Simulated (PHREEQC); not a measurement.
## Acid rinse or clean: speciation

Consider water at 90 °C with 38 mmol/kgw HF, 3.3 mmol/kgw FeCl3 and 8 mmol/kgw CuCl2. It is in equilibrium with CO2 at log p = -1 (atm). Otherwise closed; pH follows from the charge balance.

Equilibrium calculation in PHREEQC: ion-association model, phreeqc.dat.

```yaml
pH: 2.10
ionic_strength: 0.0299 mol/kgw
total_alkalinity: -44.6 meq/kg
```

| species | molality | activity | log γ |
|---|---|---|---|
| HF | 0.0287 | 0.0289 | 0.003 |
| Cl- | 0.0234 | 0.0194 | -0.083 |
| H+ | 0.00918 | 0.00788 | -0.066 |
| Cu+2 | 0.00552 | 0.00277 | -0.299 |
| CuCl+ | 0.00238 | 0.00197 | -0.082 |
| FeF3 | 0.00166 | 0.00168 | 0.003 |
| FeF2+ | 0.00158 | 0.00132 | -0.078 |

Precipitation was switched off in this run. Saturation is exceeded, for instance for Hematite (slow to form), Goethite (slow to form); the values hold only as long as no solid forms. Away from 25 °C the constants follow the database's enthalpies or fits; those with neither stay at their 25 °C values. Fluoro complexes past AlF4- and FeF3 are missing from the database.
